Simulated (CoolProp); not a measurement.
Vapour-liquid equilibrium of isobutene (1) + n-butane (2) at 0.861 MPa; x and y are mole fractions of (1).

Values from CoolProp's multi-fluid Helmholtz-energy mixture model, Lemmon 2005 and Bücker 2006; pair parameters Bell 2016.

```tsv
x	bubble temperature, mixture model (°C)	bubble temperature, Raoult's law (°C)	y, mixture model	y, Raoult's law
0.05	72.1	72.3	0.060	0.060
0.15	71.1	71.3	0.174	0.177
0.25	70.1	70.4	0.283	0.288
0.35	69.1	69.5	0.388	0.396
0.45	68.2	68.6	0.489	0.499
0.55	67.4	67.8	0.587	0.598
0.65	66.6	67.0	0.682	0.694
0.75	65.9	66.1	0.775	0.785
0.85	65.2	65.3	0.866	0.874
0.95	64.5	64.5	0.956	0.959
```

The largest gap from Raoult's law is -0.4 K in bubble temperature, at x = 0.45. No azeotrope shows between x = 0.05 and 0.95.

The pair parameters rest on a limited set of measurements; away from them the model extrapolates.
